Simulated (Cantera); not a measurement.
An adiabatic, constant-volume homogeneous reactor starts with C3H8 : O2 : N2 : CO2 = 1 : 12.5 : 47 : 1.2 (molar parts), equivalence ratio 0.40, at 1525 K and 4.80 bar.

Detailed kinetics in Cantera: GRI-Mech 3.0 (53 species, 325 reactions). GRI-Mech 3.0 was tuned for natural gas; its chemistry of propane as a main component is partial and can be far from experiment.

One state of this run: T (K) = 2492; P (bar) = 8.00; x C3H8 = <1e-12; x O2 = 0.110; x C2H = <1e-12; x NO = 0.0160; x N2O = 2.43e-6. x: mole fraction; the columns are a selection and need not sum to one.

Task: Which value of t (s) does it belong to?
(A) 1.00e-5
(B) 0.0329
(C) 2.09e-5
(D) 4.36e-5

Result: B, 0.0329
